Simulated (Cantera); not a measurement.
Cantera run:

```python
import numpy as np
import cantera as ct

gas_names = """
    C CN CO CO2 C2 CCN CNC C2N2 C2O C3 C3O2 C4 C4N2 C5 N NCO NO NO2 NO3 N2 N2O O O2 O3 Si SiC SiC2 SiN
    SiO SiO2 Si2 Si2C Si2N Si3
""".split()
cond_names = """
    C(gr) Si(cr) Si(L) SiC(b) SiO2(Lqz) SiO2(hqz) SiO2(L) Si2N2O(s) Si3N4(a)
""".split()


# ... load() reads the species with a 1 bar reference pressure and builds the phases ...
atoms = {
    'Si': {'Si': 1},
    'CO2': {'C': 1, 'O': 2},
    'N2': {'N': 2},
}
top_T = {'C(gr)': 4500, 'SiC(b)': 3050, 'Si2N2O(s)': 2100, 'Si3N4(a)': 2400}  # K; cautious upper limits of use, not melting points


# ... equilibrate(T, P, feed) seeds the gas with the atoms and calls Mixture.equilibrate('TP', solver="vcs", rtol=1e-11, max_steps=5000) ...
results = []
feed = {'Si': 1, 'CO2': 28, 'N2': 170}  # mol
P = 200000  # Pa
for T in [1073, 1148, 1223, 1298, 1373, 1448, 1523, 1598, 1673, 1748, 1823, 1898, 1973, 2048]:
    mix = equilibrate(T, P, feed)
    results.append((T, P, feed, dict(zip(mix.species_names, mix.species_moles))))

top = {s: max(r[3][s] / sum(r[3][g] for g in gas_names) for r in results) for s in gas_names}
cols = sorted((s for s in top if top[s] > 0.001), key=lambda s: -top[s])[:8]
seen = [c for c in cond_names if any(r[3].get(c, 0) > 1e-12 for r in results)]
print("log10 of partial pressures in bar; condensed amounts in mol")
print(f"{'T/K':>10s}" + "".join(f"{s[:9]:>10s}" for s in cols + seen))
for T, P, feed, n in results:
    ng = sum(n[g] for g in gas_names)
    print(f"{T:10.4g}" + "".join(f"{np.log10(max(n[s] / ng * P / 1e5, 1e-99)):10.3f}" for s in cols)
          + "".join(f"{n.get(c, 0):10.4g}" for c in seen))
```

Output:

```
log10 of partial pressures in bar; condensed amounts in mol
       T/K        N2       CO2        CO SiO2(hqz)   SiO2(L)
      1073     0.235    -0.581    -1.695         1         0
      1148     0.235    -0.581    -1.695         1         0
      1223     0.235    -0.581    -1.695         1         0
      1298     0.235    -0.581    -1.695         1         0
      1373     0.235    -0.581    -1.695         1         0
      1448     0.235    -0.581    -1.695         1         0
      1523     0.235    -0.581    -1.695         1         0
      1598     0.235    -0.581    -1.695         1         0
      1673     0.235    -0.581    -1.694         1         0
      1748     0.235    -0.581    -1.694         0         1
      1823     0.235    -0.581    -1.693         0         1
      1898     0.235    -0.581    -1.690         0         1
      1973     0.235    -0.582    -1.681         0    0.9999
      2048     0.235    -0.584    -1.659         0    0.9997
```

Cantera equilibrium calculation (NASA polynomials, part measured and part estimated; ideal gas, pure solids and liquids). The tables hold silica as quartz up to 1696 K and as liquid above; real silica turns to tridymite and cristobalite and melts near 1996 K.
